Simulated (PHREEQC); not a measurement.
Make-up at 20 °C: 0.013 mol/kgw HNO3. Closed to the air; pH follows from the charge balance.

Model: ion-association model, phreeqc.dat, run in PHREEQC.

```
Item                          Result
--------------------  --------------
pH                              1.93
ionic strength        0.0130 mol/kgw
specific conductance      4490 µS/cm
total alkalinity        -13.0 meq/kg
```

| species | molality | activity | log γ |
|---|---|---|---|
| H+ | 0.0130 | 0.0118 | -0.043 |
| NO3- | 0.0130 | 0.0115 | -0.052 |

Precipitation was switched off in this run.
